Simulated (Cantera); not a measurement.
What does this Cantera script print?

```python
import numpy as np
import cantera as ct

gas = ct.Solution("gri30.yaml")
gas.TPX = 1225, 250000, {'CO': 0.0015, 'O2': 0.0055, 'H2O': 0.0032, 'N2': 1}
reactor = ct.IdealGasConstPressureReactor(gas, energy="off", clone=False)
net = ct.ReactorNet([reactor])
net.rtol, net.atol = 1e-08, 1e-18
show = ['CO', 'O2', 'H2O', 'NO', 'O']
times = np.geomspace(0.0002, 70, 9)

steps = ct.SolutionArray(gas, extra=["t"])
rows = []
print(f"{'t/s':>10s}{'T/K':>9s}{'P/Pa':>11s}" + "".join(f"{s:>11s}" for s in show))
for t in times:
    while net.time < t:
        t_next = net.step()
        steps.append(gas.state, t=t_next)
    rows.append([np.interp(t, steps.t, y) for y in (steps.T, steps.P, *steps(*show).X.T)])
    print(f"{t:10.3e}{rows[-1][0]:9.1f}{rows[-1][1]:11.4g}" + "".join(f"{x:11.3e}" for x in rows[-1][2:]))
rate = np.gradient(steps.T, steps.t)
print("integrator steps:", len(steps.t))
if steps.T.max() > steps.T[0] + 200:
    print(f"time of steepest temperature rise: {steps.t[rate.argmax()]:.4e} s")
gas.TPX = 1225, 250000, {'CO': 0.0015, 'O2': 0.0055, 'H2O': 0.0032, 'N2': 1}
gas.equilibrate("TP")
print(f"equilibrium (TP): T = {gas.T:.1f} K  " + "  ".join(f"{s} {gas[s].X[0]:.3e}" for s in show))
```

It prints:

```
       t/s      T/K       P/Pa         CO         O2        H2O         NO          O
 2.000e-04   1225.0    2.5e+05  1.485e-03  5.444e-03  3.168e-03  4.645e-18  2.738e-10
 9.864e-04   1225.0    2.5e+05  1.485e-03  5.444e-03  3.168e-03  1.687e-16  2.744e-09
 4.865e-03   1225.0    2.5e+05  1.453e-03  5.424e-03  3.162e-03  2.813e-11  7.249e-06
 2.399e-02   1225.0    2.5e+05  3.304e-04  4.866e-03  3.160e-03  1.471e-08  5.750e-06
 1.183e-01   1225.0    2.5e+05  1.755e-05  4.713e-03  3.168e-03  2.613e-08  3.468e-07
 5.835e-01   1225.0    2.5e+05  3.002e-07  4.705e-03  3.170e-03  2.993e-08  1.949e-08
 2.878e+00   1225.0    2.5e+05  1.124e-09  4.705e-03  3.170e-03  3.079e-08  3.641e-09
 1.419e+01   1225.0    2.5e+05  4.282e-10  4.705e-03  3.170e-03  3.086e-08  1.838e-09
 7.000e+01   1225.0    2.5e+05  4.282e-10  4.705e-03  3.170e-03  3.093e-08  1.837e-09
integrator steps: 1365
equilibrium (TP): T = 1225.0 K  CO 4.291e-10  O2 4.685e-03  H2O 3.170e-03  NO 3.971e-05  O 1.834e-09
```

Detailed kinetics in Cantera: GRI-Mech 3.0 (53 species, 325 reactions).
